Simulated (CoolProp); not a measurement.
A closed Brayton cycle with carbon dioxide: compressor inlet 322.15 K and 9.3 MPa, high pressure 21.7 MPa, turbine inlet 660 K, compressor efficiency 0.8, turbine efficiency 0.85, recuperator effectiveness 0.95 (on enthalpy, no pinch check). Each further row changes one setting.

Model: reference Helmholtz-energy equation of state, Span 1996, in CoolProp.

```tsv
case	thermal efficiency (%)	net work (kJ/kg)	compressor to turbine work	compressor exit (K)	turbine exit (K)
as stated	24.8	44.1	0.46	382.7	573.9
turbine inlet 610 K	(withheld)	36.1	0.51	382.7	526.8
compressor inlet 332.15 K	22.3	36.0	(withheld)	403.4	573.9
high pressure 18.4 MPa	24.4	38.1	0.43	370.6	590.4
recuperator effectiveness 0.5	(withheld)	44.1	0.46	382.7	573.9
```

**Question.** Some entries are withheld; supply them.

**Answer.** 
- turbine inlet 610 K, thermal efficiency (%): 21.6
- compressor inlet 332.15 K, compressor to turbine work: 0.56
- recuperator effectiveness 0.5, thermal efficiency (%): 15.7
